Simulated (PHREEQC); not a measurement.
Dissolve 0.039 mol/kgw HCl, 0.0026 mol/kgw NiSO4 and 0.017 mol/kgw Na2SO4 at 20 °C. Closed to the air; pH follows from the charge balance.

Equilibrium calculation in PHREEQC: ion-association model, wateq4f.dat.

No solid was allowed to form.

Q: What pH does the model give?

A: pH 1.61.

Q: In which forms is Na present?

A: Na+ 98 %, NaSO4- 1.7 % of the Na.
